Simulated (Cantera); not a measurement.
An isothermal, constant-pressure homogeneous reactor starts with C₂H₆ : N₂ = 1 : 6.6 (molar parts), at 1523 K and 0.133 bar. Integrator tolerance rtol = 1e-08.

Model: GRI-Mech 3.0 (53 species, 325 reactions), integrated in Cantera. GRI-Mech 3.0 stops at C3 and has no aromatics, soot or wall deposition, so with more carbon than oxygen in the feed, carbon stays in small species such as C2H2 where larger ones or solid carbon would form.

```
quantity                                              before                                     after
-----------------  -----------------------------------------  ----------------------------------------
x(C₂H₆) at 20.0 s    2.85e-7 (gas-phase equilibrium 6.80e-8)   1.39e-7 (gas-phase equilibrium 9.45e-9)
x(H₂) at 20.0 s          0.201 (gas-phase equilibrium 0.206)       0.114 (gas-phase equilibrium 0.117)
x(CH₂) at 20.0 s    1.60e-9 (gas-phase equilibrium 6.63e-10)  1.51e-9 (gas-phase equilibrium 3.28e-10)
x(C₂H₄) at 20.0 s  0.000616 (gas-phase equilibrium 0.000342)  0.000197 (gas-phase equilibrium 8.36e-5)
x(CH₃) at 20.0 s     1.36e-5 (gas-phase equilibrium 5.53e-6)   9.80e-6 (gas-phase equilibrium 2.06e-6)
x(CH₄) at 20.0 s     0.00489 (gas-phase equilibrium 0.00194)  0.00267 (gas-phase equilibrium 0.000545)
```

### Question
Name the change that produced these shifts.
A) N2 6.6 to 2.4 parts
B) pressure from 0.133 bar to 0.0267 bar
C) N2 6.6 to 14 parts
D) pressure from 0.133 bar to 1.10 bar

### Answer
C, N2 6.6 to 14 parts
